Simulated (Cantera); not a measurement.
Feed: 1 mol N₂O, 0.013 mol SO₂, 0.55 mol O₂, at 600 °C and 9000 Torr.

Cantera equilibrium calculation (NASA polynomials, part measured and part estimated; ideal gas, pure solids and liquids). Candidate condensed phases: S; 17 gas species. Kinetics and transport are ignored.

Problem. What is the equilibrium state?

Solution. 
```json
{
 "x(O₂)": "0.507",
 "x(N₂)": "0.486",
 "x(SO₃)": "0.00607",
 "x(SO₂)": "0.000246",
 "x(NO)": "7.72e-6",
 "x(NO₂)": "6.19e-6",
 "gas_amount": "2.057 mol",
 "log10 activity of S(l) (absent)": "-21.10"
}
```
